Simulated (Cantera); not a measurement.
Input (Python, Cantera) and output of one run.

```python
import numpy as np
import cantera as ct

gas_names = """
    B BH BH2 BH3 BN B2 H H2 N NH NH2 NH3 N2 N2H2 N2H4
""".split()
cond_names = """
    B(b) B(L) BN(s)
""".split()


# ... load() reads the species with a 1 bar reference pressure and builds the phases ...
atoms = {
    'B2H6': {'B': 2, 'H': 6},
    'N2': {'N': 2},
}
top_T = {'BN(s)': 3200}  # K; cautious upper limits of use, not melting points


# ... equilibrate(T, P, feed) seeds the gas with the atoms and calls Mixture.equilibrate('TP', solver="vcs", rtol=1e-11, max_steps=5000) ...
results = []
feed = {'B2H6': 1, 'N2': 2.6}  # mol
T = 2098  # K
P = 34  # Pa
mix = equilibrate(T, P, feed)
results.append((T, P, feed, dict(zip(mix.species_names, mix.species_moles))))
print(gas.report(threshold=1e-05))
for i in range(1, mix.n_phases):
    print(f"{mix.phase(i).name:16s} {mix.phase_moles(i):12.5e} mol")
```

Output:

```
       temperature   2098 K
          pressure   34 Pa
           density   2.5918e-05 kg/m^3
  mean mol. weight   13.297 kg/kmol
   phase of matter   gas

                          1 kg             1 kmol
                     ---------------   ---------------
          enthalpy        6.1025e+06        8.1147e+07  J
   internal energy        4.7907e+06        6.3704e+07  J
           entropy             21709        2.8867e+05  J/K
    Gibbs function       -3.9442e+07       -5.2447e+08  J
 heat capacity c_p            2533.9             33694  J/K
 heat capacity c_v            1908.6             25380  J/K

                      mass frac. Y      mole frac. X     chem. pot. / RT
                     ---------------   ---------------   ---------------
                 B         0.0015071         0.0018539           -3.3619
                BH        3.3061e-05        3.7199e-05           -17.573
               BH2        0.00034596        0.00035867           -31.784
                BN        3.6217e-05        1.9406e-05            -21.32
                 H         0.0084725           0.11177           -14.211
                H2          0.067998           0.44851           -28.422
                N2           0.92161           0.43746           -35.917
     [   +8 minor]        4.6761e-07        4.2496e-07

B(b)              1.98651e+00 mol
BN(s)             0.00000e+00 mol
```

These are equilibrium values from Cantera (NASA tables, ideal gas, pure condensed phases), not measurements of a reactor. The feed counts by its element totals alone. The tables' values for BH2 are old estimates; treat these amounts as uncertain.
